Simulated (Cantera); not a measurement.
Input: 1 mol Cr2O3, 1400 mol H2, 0.043 mol H2O, at 7.00 bar.

Equilibrium computed with Cantera from the NASA thermochemical tables; the gas is ideal and each condensed phase is pure. Candidate condensed phases: Cr, Cr2O3, H2O; 13 gas species. Kinetics and transport are ignored.

Q: At 1898 K, list the 4 most abundant gas species with their mole fractions, and the condensed phases.

A: H2 0.997, H2O 0.00217, H 0.000295, Cr 4.87e-5. Condensed: Cr(s).
